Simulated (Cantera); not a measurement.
Input: 1 mol Si2Cl6, 58 mol N2, 0.11 mol H2, equilibrated at 0.000410 bar.

Cantera equilibrium calculation (NASA polynomials, part measured and part estimated; ideal gas, pure solids and liquids). Candidate condensed phases: NH4Cl, Si, Si3N4; 28 gas species. The feed counts by its element totals alone. N2 is the only nitrogen source here; it is nearly inert below about 1500 K, so the nitride shown seldom forms there in practice. The tables' values for SiCl3 are old estimates; treat these amounts as uncertain. Rates play no part. All values below are at 727 °C.

Base state: N2 0.972, SiCl4 0.0243, HCl 0.00368, SiCl3 0.000145, SiCl2 2.09e-5, H2 1.31e-5 (mole fractions); condensed: Si3N4(s).

What changes in the equilibrium state with this change: 0.049 mol H2O added?


| species | before | after |
|---|---|---|
| N2 | 0.972 | 0.971 |
| SiCl4 | 0.0243 | 0.0238 |
| HCl | 0.00368 | 0.00530 |
| H2 | 1.31e-5 | 2.75e-5 |
| SiCl3 | 0.000145 | 0.000143 |
| Si3N4(s), mol | 0.184 | 0.159 |
| Si2N2O(s), mol | 0 | 0.0490 |
Further candidate phases: H2O, SiO2, Si2N2O.
